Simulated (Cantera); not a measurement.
An adiabatic, constant-pressure homogeneous reactor starts with H2 : O2 : N2 : H2O = 1 : 0.278 : 1.04 : 0.068 (molar parts), equivalence ratio 1.8, at 1600 K and 0.533 atm.

Cantera simulation using the H2/O2 subset of GRI-Mech 3.0, which has no nitrogen chemistry; the numbers are that mechanism's predictions, not measurements.

Q: Predict: time of steepest temperature rise; temperature at 3.00 s; equilibrium temperature; x(H2) at 3.00 s; x(O2) at 3.00 s; x(H2O) at 3.00 s; x(H) at 3.00 s; x(H2O2) at 3.00 s; x(OH) at 3.00 s.

A: 
| Property | Value |
|---|---|
| time of steepest temperature rise | 19.3 µs |
| temperature at 3.00 s | 2778 K |
| equilibrium temperature | 2778 K |
| x(H2) at 3.00 s | 0.194 (gas-phase equilibrium 0.194) |
| x(O2) at 3.00 s | 0.00138 (gas-phase equilibrium 0.00138) |
| x(H2O) at 3.00 s | 0.263 (gas-phase equilibrium 0.263) |
| x(H) at 3.00 s | 0.0457 (gas-phase equilibrium 0.0457) |
| x(H2O2) at 3.00 s | 8.68e-8 (gas-phase equilibrium 8.68e-8) |
| x(OH) at 3.00 s | 0.0171 (gas-phase equilibrium 0.0171) |
